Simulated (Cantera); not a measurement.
Input (Python, Cantera):

```python
import numpy as np
import cantera as ct

gas = ct.Solution("h2o2.yaml")
gas.TPX = 950, 1200, {'H2': 0.025, 'O2': 1, 'N2': 3.7}
reactor = ct.IdealGasConstPressureReactor(gas, energy="off", clone=False)
net = ct.ReactorNet([reactor])
net.rtol, net.atol = 1e-08, 1e-18
show = ['H2', 'O2', 'H', 'O', 'HO2', 'H2O', 'H2O2']
times = np.geomspace(0.0005, 3, 14)

steps = ct.SolutionArray(gas, extra=["t"])
rows = []
print(f"{'t/s':>10s}{'T/K':>9s}{'P/Pa':>11s}" + "".join(f"{s:>11s}" for s in show))
for t in times:
    while net.time < t:
        t_next = net.step()
        steps.append(gas.state, t=t_next)
    rows.append([np.interp(t, steps.t, y) for y in (steps.T, steps.P, *steps(*show).X.T)])
    print(f"{t:10.3e}{rows[-1][0]:9.1f}{rows[-1][1]:11.4g}" + "".join(f"{x:11.3e}" for x in rows[-1][2:]))
rate = np.gradient(steps.T, steps.t)
print("integrator steps:", len(steps.t))
if steps.T.max() > steps.T[0] + 200:
    print(f"time of steepest temperature rise: {steps.t[rate.argmax()]:.4e} s")
gas.TPX = 950, 1200, {'H2': 0.025, 'O2': 1, 'N2': 3.7}
gas.equilibrate("TP")
print(f"equilibrium (TP): T = {gas.T:.1f} K  " + "  ".join(f"{s} {gas[s].X[0]:.3e}" for s in show))
```

Output:

```
       t/s      T/K       P/Pa         H2         O2          H          O        HO2        H2O       H2O2
 5.000e-04    950.0       1200  5.291e-03  2.116e-01  9.357e-13  2.517e-13  1.164e-12  3.574e-14  7.453e-18
 9.763e-04    950.0       1200  5.291e-03  2.116e-01  1.614e-12  8.514e-13  2.282e-12  2.256e-13  2.853e-17
 1.906e-03    950.0       1200  5.291e-03  2.116e-01  2.852e-12  2.789e-12  4.487e-12  1.299e-12  1.093e-16
 3.723e-03    950.0       1200  5.291e-03  2.116e-01  5.935e-12  9.509e-12  8.885e-12  7.089e-12  4.201e-16
 7.269e-03    950.0       1200  5.291e-03  2.116e-01  1.843e-11  4.057e-11  1.808e-11  4.341e-11  1.637e-15
 1.419e-02    950.0       1200  5.291e-03  2.116e-01  1.361e-10  3.398e-10  4.427e-11  4.544e-10  6.881e-15
 2.772e-02    950.0       1200  5.291e-03  2.116e-01  6.134e-09  1.561e-08  6.034e-10  2.222e-08  7.158e-14
 5.412e-02    950.0       1200  5.243e-03  2.116e-01  1.015e-05  2.515e-05  5.966e-07  3.651e-05  2.511e-10
 1.057e-01    950.0       1200  3.142e-04  2.086e-01  8.339e-04  1.828e-03  1.224e-06  4.442e-03  2.372e-08
 2.064e-01    950.0       1200  4.377e-05  2.089e-01  1.891e-04  1.041e-03  8.148e-07  5.113e-03  9.780e-09
 4.029e-01    950.0       1200  1.371e-05  2.093e-01  3.972e-05  4.110e-04  5.309e-07  5.243e-03  7.739e-09
 7.868e-01    950.0       1200  4.198e-06  2.095e-01  7.041e-06  1.348e-04  3.105e-07  5.282e-03  6.665e-09
 1.536e+00    950.0       1200  1.179e-06  2.095e-01  1.107e-06  3.967e-05  1.595e-07  5.295e-03  5.381e-09
 3.000e+00    950.0       1200  3.150e-07  2.095e-01  1.681e-07  1.128e-05  7.241e-08  5.300e-03  3.793e-09
integrator steps: 1176
equilibrium (TP): T = 950.0 K  H2 1.940e-12  O2 2.095e-01  H 7.121e-15  O 1.337e-10  HO2 3.054e-11  H2O 5.305e-03  H2O2 3.821e-13
```

Cantera simulation using the H2/O2 subset of GRI-Mech 3.0, which has no nitrogen chemistry; the numbers are that mechanism's predictions, not measurements. Radical loss at walls, strong at low pressure, is not modelled.
